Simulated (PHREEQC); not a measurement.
Consider water at 25 °C with 0.26 mol TMAH, 4.7e-05 mol Li2CO3, 0.031 mol CsOH and 0.0069 mol NH4HCO3 per kg of water. Closed to the air; pH follows from the charge balance.

Equilibrium calculation in PHREEQC: ion-association model, wateq4f.dat.

Each row changes one thing in this solution. Precipitation was switched off in this run.

```tsv
case	pH	ionic strength (mol/kgw)	HCO3- (mol/kgw)
as made	13.28	0.298	2.96e-6
CsOH from 0.031 to 0.0062 mol/kgw	13.24	0.273	3.28e-6
TMAH left out	12.16	0.0380	6.15e-5
temperature from 25 to 85 °C	11.78	0.298	5.24e-5
TMAH replaced by (CH3)4NF at the same molality	12.07	0.298	4.72e-5
Li2CO3 left out	13.28	0.298	2.93e-6
NH4HCO3 left out	13.30	0.291	1.91e-8
```

Complexes and solids missing from the database can't appear. (CH3)4N+ isn't in the database: it is added as a free cation with an ion size of 4 Å. Away from 25 °C the constants follow the database's enthalpies or fits; those with neither stay at their 25 °C values.
